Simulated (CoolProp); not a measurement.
The fluid at 415.57 K and 0.791 MPa (gas) is heated at constant pressure to 473.1 K. The same conditions are run with several fluids, on thermodynamics alone (safety and materials aside).

Computed with CoolProp (reference Helmholtz-energy equation of state of each fluid (R1224YDZ: Akasaka 2023; chloromethane (R40): Thol 2014; sulfur hexafluoride: Guder 2009; hydrogen sulfide: Lemmon 2006)).

| fluid | heat (kJ/kg) | final density (kg/m³) |
|---|---|---|
| R1224YDZ | 58.7 | 31.8 |
| chloromethane (R40) | 61.2 | 10.4 |
| sulfur hexafluoride | 48.8 | 29.9 |
| hydrogen sulfide | 62.8 | 6.95 |
